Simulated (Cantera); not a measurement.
An adiabatic, constant-volume homogeneous reactor starts with CO : H2 : O2 : N2 = 1 : 0.42 : 2.09 : 7.85 (molar parts), equivalence ratio 0.34, at 1700 K and 2.20 bar. Integrator tolerance rtol = 1e-08.

Detailed kinetics in Cantera: GRI-Mech 3.0 (53 species, 325 reactions). The hydrogen kinetics of GRI-Mech 3.0 are dated; newer H2 mechanisms differ, most at raised pressure.

Question: What does this change do: initial temperature 1700 to 1423 K?

Answer: 
```tsv
quantity	before	after
time of steepest temperature rise	7.52 µs	15.9 µs
temperature at 0.100 s	2610 K	2455 K
equilibrium temperature	2610 K	2455 K
x(CO) at 0.100 s	0.00885 (gas-phase equilibrium 0.00885)	0.00395 (gas-phase equilibrium 0.00395)
x(H2) at 0.100 s	0.000557 (gas-phase equilibrium 0.000557)	0.000265 (gas-phase equilibrium 0.000265)
x(O2) at 0.100 s	0.119 (gas-phase equilibrium 0.119)	0.121 (gas-phase equilibrium 0.121)
x(H) at 0.100 s	0.000533 (gas-phase equilibrium 0.000533)	0.000178 (gas-phase equilibrium 0.000178)
x(N2O) at 0.100 s	1.90e-6 (gas-phase equilibrium 1.90e-6)	1.56e-6 (gas-phase equilibrium 1.56e-6)
```

Question: What does this change do: 0.45 parts CO2 added?

Answer: 
| quantity | before | after |
|---|---|---|
| time of steepest temperature rise | 7.52 µs | 7.83 µs |
| temperature at 0.100 s | 2610 K | 2557 K |
| equilibrium temperature | 2610 K | 2557 K |
| x(CO) at 0.100 s | 0.00885 (gas-phase equilibrium 0.00885) | 0.00986 (gas-phase equilibrium 0.00986) |
| x(H2) at 0.100 s | 0.000557 (gas-phase equilibrium 0.000557) | 0.000437 (gas-phase equilibrium 0.000437) |
| x(O2) at 0.100 s | 0.119 (gas-phase equilibrium 0.119) | 0.116 (gas-phase equilibrium 0.116) |
| x(H) at 0.100 s | 0.000533 (gas-phase equilibrium 0.000533) | 0.000382 (gas-phase equilibrium 0.000382) |
| x(N2O) at 0.100 s | 1.90e-6 (gas-phase equilibrium 1.90e-6) | 1.64e-6 (gas-phase equilibrium 1.64e-6) |
